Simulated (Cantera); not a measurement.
Transport properties of process gases

Gas mixture: 76.9 % O2, 23.1 % H2O, at 10.00 Torr, frozen composition.

Cantera's kinetic-theory transport with the Lennard-Jones parameters of GRI-Mech 3.0, ideal gas; thermal conductivity in the multicomponent form. Polar gases are described roughly by these parameters.

| T (K) | ρ (kg/m³) | cp (J/kg/K) | μ (µPa s) | λ (mW/m/K) | Pr | D (cm²/s) CH4 | D (cm²/s) CH3 | D (cm²/s) NH3 |
|---|---|---|---|---|---|---|---|---|
| 400 | 0.0115 | 1081 | 23.0 | 36.1 | 0.689 | 29.0 | 29.3 | 28.6 |
| 500 | 0.00922 | 1114 | 27.4 | 44.6 | 0.684 | 43.2 | 43.5 | 43.8 |
| 600 | 0.00769 | 1150 | 31.5 | 53.1 | 0.681 | 59.4 | 59.9 | 61.6 |
| 700 | 0.00659 | 1183 | 35.3 | 61.5 | 0.680 | 77.6 | 78.1 | 81.8 |
| 800 | 0.00576 | 1213 | 39.0 | 69.6 | 0.679 | 97.5 | 98.2 | 104 |
| 900 | 0.00512 | 1240 | 42.4 | 77.5 | 0.679 | 119 | 120 | 129 |
D: mixture-averaged diffusion coefficient of that species in the mixture.
